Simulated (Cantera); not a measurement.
An adiabatic, constant-volume homogeneous reactor starts with CH4 : O2 : N2 = 1 : 2.04 : 7.67 (molar parts), equivalence ratio 0.98, at 1325 K and 7.01 atm. Integrator tolerance rtol = 1e-08.

Detailed kinetics in Cantera: GRI-Mech 3.0 (53 species, 325 reactions). Above 3000 K some thermodynamic fits are extrapolated.

**Question.** What does this change do: pressure from 7.01 atm to 9.87 atm?

**Answer.** 
```csv
quantity,before,after
time of steepest temperature rise,1.46 ms,1.04 ms
temperature at 0.900 s,3006 K,3032 K
equilibrium temperature,3006 K,3032 K
x(CH4) at 0.900 s,<1e-12 (gas-phase equilibrium <1e-12),<1e-12 (gas-phase equilibrium <1e-12)
x(O2) at 0.900 s,0.0167 (gas-phase equilibrium 0.0167),0.0159 (gas-phase equilibrium 0.0159)
x(CO2) at 0.900 s,0.0547 (gas-phase equilibrium 0.0547),0.0561 (gas-phase equilibrium 0.0561)
x(HCN) at 0.900 s,1.03e-8 (gas-phase equilibrium 1.03e-8),1.29e-8 (gas-phase equilibrium 1.29e-8)
x(O) at 0.900 s,0.00368 (gas-phase equilibrium 0.00368),0.00329 (gas-phase equilibrium 0.00329)
```
